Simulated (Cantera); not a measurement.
A closed system holds: 1 mol SiHCl3, 3.3 mol HCl, 26 mol N2, equilibrated at 1698 K and 3100 Pa.

Method: chemical equilibrium by Gibbs-energy minimisation in Cantera with the NASA 1993 tables (ideal gas, pure condensed phases). Candidate condensed phases: NH4Cl, Si, Si3N4; 28 gas species. The tables' values for SiCl3 are old estimates; treat these amounts as uncertain. Kinetics and transport are ignored.

Q: What is the equilibrium state?

A: 
```
Property                             Result
--------------------------------  ---------
x(N2)                                 0.835
x(HCl)                                0.126
x(SiCl2)                             0.0239
x(H2)                               0.00590
x(SiCl3)                            0.00561
x(SiCl4)                            0.00261
x(Cl)                               0.00105
x(H)                                6.31e-5
x(SiHCl3)                           2.35e-5
gas amount                        31.15 mol
log10 activity of Si(l) (absent)      -2.61
```
